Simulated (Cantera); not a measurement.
Mixture: CH4 : O2 : N2 = 1 : 3.12 : 11.6 (molar parts), equivalence ratio 0.64, at 190000 Pa, adiabatic and at constant volume. Ignition delay is the time to a rise of 400 K.

Model: GRI-Mech 3.0 (53 species, 325 reactions), integrated in Cantera.

Q: Predict: delay at 1198 K; delay at 1298 K; delay at 1398 K; delay at 1498 K; apparent activation energy between 1448 and 1548 K.

A: 
```
Item                                                    Result
--------------------------------------------------  ----------
delay at 1198 K                                        20.2 ms
delay at 1298 K                                        5.39 ms
delay at 1398 K                                        1.66 ms
delay at 1498 K                                       0.586 ms
apparent activation energy between 1448 and 1548 K  180 kJ/mol
```
